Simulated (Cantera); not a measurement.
Cantera run:

```python
import numpy as np
import cantera as ct

gas_names = """
    CO2 O2
""".split()
cond_names = """
    Na2CO3(I) Na2CO3(II) Na2CO3(L) S(cr1) S(cr2) S(L) Na2S(1) Na2S(2) Na2S(L)
""".split()


# ... load() reads the species with a 1 bar reference pressure and builds the phases ...
species = {s.name: s for s in load("nasa_gas.yaml", gas_names) + load("nasa_condensed.yaml", cond_names)}
# Each term lists the table entries of one substance; the one whose range holds T is used.
reactions = {
    '2 Na2CO3 + 2 S = 2 Na2S + 2 CO2(g) + O2(g)':
        [(-2, ['Na2CO3(I)', 'Na2CO3(II)', 'Na2CO3(L)']), (-2, ['S(cr1)', 'S(cr2)', 'S(L)']), (2, ['Na2S(1)', 'Na2S(2)', 'Na2S(L)']), (2, ['CO2']), (1, ['O2'])],
}


def pick(names, T):
    return next(species[n] for n in names if species[n].thermo.min_temp <= T <= species[n].thermo.max_temp)


results = []
for label, terms in reactions.items():
    print(label)
    print("     T/K   dH/kJ  dS/(J/K)   dG/kJ   log10 K")
    for T in [598, 648, 698, 748, 798, 848, 898]:
        used = [(nu, pick(names, T)) for nu, names in terms]
        dH = sum(nu * s.thermo.h(T) for nu, s in used) / 1e6
        dS = sum(nu * s.thermo.s(T) for nu, s in used) / 1e3
        dG = dH - T * dS / 1e3
        logK = -dG * 1e6 / (ct.gas_constant * T * np.log(10))
        results.append((label, T, dH, dS, dG, logK, [s.name for _, s in used]))
        print(f"{T:8g} {dH:8.1f} {dS:8.1f} {dG:8.1f} {logK:8.2f}")
```

Result:

```
2 Na2CO3 + 2 S = 2 Na2S + 2 CO2(g) + O2(g)
     T/K   dH/kJ  dS/(J/K)   dG/kJ   log10 K
     598    722.9    441.7    458.8   -40.07
     648    717.8    433.4    436.9   -35.22
     698    711.9    424.7    415.5   -31.09
     748    706.3    416.8    394.5   -27.55
     798    704.0    413.9    373.7   -24.46
     848    701.1    410.4    353.1   -21.75
     898    697.5    406.3    332.7   -19.35
```

Standard-state values (1 bar) from the NASA 1993 polynomials, evaluated with Cantera. Condensed species are held in their standard states even where they would react or evaporate.
